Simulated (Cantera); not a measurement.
# Premixed flame

A freely propagating, adiabatic, planar premixed flame of CH₄ : C₂H₆ : O₂ : N₂ = 1 : 0.34 : 2.45 : 9.23 (molar parts), unburnt at 700 K and 1.01 bar; multicomponent transport, grid criteria slope 0.08 and curve 0.16, no radiation.

Computed with Cantera and GRI-Mech 3.0 (53 species, 325 reactions). Burning velocities carry a grid error of a few per cent, more on coarse grids.

| z (mm) | T (K) | u (m/s) | x CH₄ | x C₂H₆ | x O₂ | x C₂H₄ | x H₂ | x HO₂ |
|---|---|---|---|---|---|---|---|---|
| -0.947 | 700 | 1.54 | 0.0766 | 0.0261 | 0.188 | 2.77e-7 | 0.00223 | 2.28e-7 |
| -0.632 | 703 | 1.55 | 0.0762 | 0.0260 | 0.187 | 5.51e-6 | 0.00632 | 3.20e-6 |
| -0.474 | 713 | 1.58 | 0.0754 | 0.0258 | 0.185 | 3.95e-5 | 0.0114 | 1.72e-5 |
| -0.316 | 784 | 1.76 | 0.0716 | 0.0248 | 0.178 | 0.000401 | 0.0210 | 9.81e-5 |
| -0.158 | 1186 | 2.74 | 0.0521 | 0.0166 | 0.139 | 0.00302 | 0.0370 | 0.000202 |
| -0.0789 | 1576 | 3.72 | 0.0304 | 0.00596 | 0.0954 | 0.00429 | 0.0453 | 0.000201 |
| 0 | 1931 | 4.63 | 0.00916 | 0.000339 | 0.0480 | 0.00167 | 0.0481 | 8.02e-5 |
| 0.0789 | 2108 | 5.07 | 0.00126 | 2.84e-6 | 0.0197 | 0.000137 | 0.0444 | 1.27e-5 |
| 0.158 | 2161 | 5.19 | 0.000113 | 1.90e-8 | 0.00846 | 4.10e-6 | 0.0411 | 2.79e-6 |
| 0.316 | 2187 | 5.23 | 8.86e-7 | <1e-8 | 0.00332 | <1e-8 | 0.0402 | 1.15e-6 |
| 0.632 | 2212 | 5.27 | <1e-8 | <1e-8 | 0.00224 | <1e-8 | 0.0409 | 8.44e-7 |
| 1.26 | 2244 | 5.34 | <1e-8 | <1e-8 | 0.00165 | <1e-8 | 0.0409 | 6.32e-7 |
| 2.53 | 2280 | 5.41 | <1e-8 | <1e-8 | 0.00105 | <1e-8 | 0.0405 | 4.10e-7 |
x: mole fraction of selected species; z is measured from the peak of heat release.

```json
{
 "laminar_burning_velocity": "154 cm/s",
 "thermal_thickness": "0.316 mm",
 "peak x(C₂H₄)": "0.00433",
 "peak x(H₂)": "0.0482",
 "peak x(HO₂)": "0.000212",
 "grid_points": "146"
}
```
